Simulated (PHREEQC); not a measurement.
1 kg of water holding 0.27 mol/kgw NaOH, 0.066 mol/kgw NaCl and 0.16 mol/kgw Na2CO3 is evaporated at 5 °C; the solids stay in contact with the brine. The system is closed to CO2. The run lets Halite, Nahcolite, Natron, Trona precipitate or redissolve, and no other solid.

The series has 17 steps of water left (kg), from 1 to 0.04335.

Computed with PHREEQC (Pitzer model, pitzer.dat).

**Question.** Which solids form, in which order, and at which step of the series does each first stand?

**Answer.** Halite from water left = 0.05276 kg (pH 16.39).

Complexes and solids missing from the database can't appear. Away from 25 °C the constants follow the database's enthalpies or fits; those with neither stay at their 25 °C values.
